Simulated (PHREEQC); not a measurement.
# Hard or scaling water

Make-up at 50 °C and 50 atm: 4.6e-05 mol/kgw Ca(HCO3)2, 0.0046 mol/kgw CO2 and 0.29 mol/kgw KCl. Closed to the air; pH follows from the charge balance.

Equilibrium calculation in PHREEQC: ion-association model, phreeqc.dat.

No solid was allowed to form.

**Question.** What pH, activity of water does the model give?

**Answer.** pH 4.54; activity of water 0.990.

**Question.** In which forms is C present?

**Answer.** CO2 97 %, HCO3- 2.7 % of the C.

Under pressure, the constants of complexes without a molar volume in the database are unreliable. Constants without temperature data keep their 25 °C values here.
